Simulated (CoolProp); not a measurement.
Vapour-liquid equilibrium of benzene (1) + p-xylene (2) at 362 K; x and y are mole fractions of (1).

Computed with CoolProp (multi-fluid Helmholtz-energy mixture model, Thol 2012 and Zhou 2012; pair parameters Bell 2016).

```json
[
 {"x": "0.05", "bubble pressure (MPa)": "0.02682", "y at the bubble point": "0.227", "dew pressure at overall composition x (MPa)": "0.02269", "liquid density (mol/L)": "7.644"},
 {"x": "0.2", "bubble pressure (MPa)": "0.04270", "y at the bubble point": "0.588", "dew pressure at overall composition x (MPa)": "…", "liquid density (mol/L)": "7.981"},
 {"x": "0.35", "bubble pressure (MPa)": "0.05918", "y at the bubble point": "0.757", "dew pressure at overall composition x (MPa)": "0.03070", "liquid density (mol/L)": "8.344"},
 {"x": "0.5", "bubble pressure (MPa)": "…", "y at the bubble point": "0.854", "dew pressure at overall composition x (MPa)": "0.03729", "liquid density (mol/L)": "8.733"},
 {"x": "0.65", "bubble pressure (MPa)": "0.09261", "y at the bubble point": "0.915", "dew pressure at overall composition x (MPa)": "0.04752", "liquid density (mol/L)": "…"},
 {"x": "0.8", "bubble pressure (MPa)": "0.1093", "y at the bubble point": "0.958", "dew pressure at overall composition x (MPa)": "0.06558", "liquid density (mol/L)": "9.612"},
 {"x": "0.95", "bubble pressure (MPa)": "…", "y at the bubble point": "0.991", "dew pressure at overall composition x (MPa)": "…", "liquid density (mol/L)": "…"}
]
```

### Question
Complete the blanks.

### Answer

- 0.2, dew pressure at overall composition x (MPa): 0.02609
- 0.5, bubble pressure (MPa): 0.07588
- 0.65, liquid density (mol/L): 9.155
- 0.95, bubble pressure (MPa): 0.1261
- 0.95, dew pressure at overall composition x (MPa): 0.1056
- 0.95, liquid density (mol/L): 10.11

No azeotrope shows between x = 0.05 and 0.95.

Pair parameters are fitted to limited data, so mixtures are less certain than the pure fluids.
